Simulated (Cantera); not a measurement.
Feed: 1 mol Ta₂O₅, 0.41 mol C, 0.94 mol CO, 2.7 mol CH₄, held at 0.00400 bar.

Equilibrium computed with Cantera from the NASA thermochemical tables; the gas is ideal and each condensed phase is pure. Candidate condensed phases: C, C₆H₆, C₇H₈, C₈H₁₈, H₂O, Ta, TaC, Ta₂O₅; 113 gas species. Mutual solubility and eutectic melting of coexisting phases are not modelled. TaC: taken at fixed stoichiometry. Condensed phases not in the tables: Ta₂C. The numbers say what is thermodynamically allowed, not how fast it happens.

Question: At 850 °C, list the 5 most abundant gas species with their mole fractions, and the condensed phases.

Answer: H₂ 0.631, CO 0.369, H₂O 0.000234, CO₂ 0.000125, CH₄ 1.23e-5. Condensed: TaC(s) + Ta₂O₅(s).
